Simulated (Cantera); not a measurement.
Charge: 1 mol Fe(CO)5, 1.8 mol H2, held at 675 °C.

Equilibrium computed with Cantera from the NASA thermochemical tables; the gas is ideal and each condensed phase is pure. Candidate condensed phases: C, C6H6, C7H8, C8H18, Fe, Fe(CO)5, FeO, Fe(OH)2, Fe(OH)3, Fe2O3, Fe3O4, H2O; 114 gas species. The tables' stoichiometric FeO is somewhat more stable than real wüstite, so its field is too wide. FeO: taken at fixed stoichiometry. Condensed phases not in the tables: cementite and carbon dissolved in iron. The numbers say what is thermodynamically allowed, not how fast it happens.

x: gas mole fraction; n: condensed amount in mol.

```csv
P (Pa),x CO,x CO2,x H2,x H2O,x CH4,n C(graphite),n Fe(α),n FeO(s)
10,0.735,9.47e-5,0.265,1.88e-5,1.20e-6,…,1.00,0
52,0.735,0.000492,0.265,9.80e-5,6.26e-6,…,1.00,0
270,0.732,0.00253,0.265,0.000507,3.25e-5,…,1.00,0
1400,0.719,0.0127,0.266,0.00259,0.000170,…,1.00,0
7200,0.663,0.0554,0.269,0.0124,0.000892,…,1.00,0
37000,0.481,0.150,0.310,0.0534,0.00609,…,0,1.00
190000,0.291,0.282,0.263,0.141,0.0225,…,0,1.00
1000000,0.148,0.382,0.172,0.247,0.0511,…,0,1.00
```

Task: Complete the blanks.

Result: 
- 10, n C(graphite): 0.000764
- 52, n C(graphite): 0.00396
- 270, n C(graphite): 0.0204
- 1400, n C(graphite): 0.101
- 7200, n C(graphite): 0.426
- 37000, n C(graphite): 1.95
- 190000, n C(graphite): 2.61
- 1000000, n C(graphite): 2.99
